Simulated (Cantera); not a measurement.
A perfectly stirred reactor is fed with H₂ : O₂ = 0.19 : 1 (molar parts), equivalence ratio 0.095, at 6.38 Torr; it is held at 1350 K, and followed from long to short residence time.

Model: the H2/O2 subset of GRI-Mech 3.0, which has no nitrogen chemistry, integrated in Cantera. Radical loss at walls, strong at low pressure, is not modelled. The temperature is held fixed by assumption; the heat of reaction is taken as removed at once.

x: mole fraction; the columns are a selection and need not sum to one.

```
τ (s)        x H₂   x O₂      x O   x H₂O   x H₂O₂      x H    x HO₂
-------  --------  -----  -------  ------  -------  -------  -------
1.2      0.000856  0.817  0.00771   0.168  8.95e-8  0.00134  2.12e-6
0.49      0.00148  0.810   0.0135   0.165  1.09e-7  0.00312  2.66e-6
0.21            ?  0.800        ?   0.160  1.24e-7        ?        ?
0.089     0.00373  0.786   0.0349   0.153  1.34e-7   0.0130  3.38e-6
0.038     0.00529  0.769   0.0494   0.143  1.36e-7   0.0220  3.48e-6
0.016     0.00699  0.753   0.0618   0.134  1.35e-7   0.0312  3.46e-6
0.0068    0.00914  0.745   0.0681   0.126  1.37e-7   0.0379  3.42e-6
0.0029     0.0129  0.743   0.0681   0.119  1.47e-7   0.0418  3.38e-6
0.0012     0.0211  0.748   0.0620   0.109  1.66e-7   0.0434  3.31e-6
0.00052    0.0370  0.760   0.0507  0.0935  1.83e-7   0.0414  3.14e-6
0.00022         ?  0.783        ?       ?        ?        ?        ?
```

### Question
Complete the blanks.

### Answer

- 0.21, x H₂: 0.00241
- 0.21, x O: 0.0223
- 0.21, x H: 0.00662
- 0.21, x HO₂: 3.09e-6
- 0.00022, x H₂: 0.0698
- 0.00022, x O: 0.0335
- 0.00022, x H₂O: 0.0660
- 0.00022, x H₂O₂: 1.66e-7
- 0.00022, x H: 0.0321
- 0.00022, x HO₂: 2.72e-6
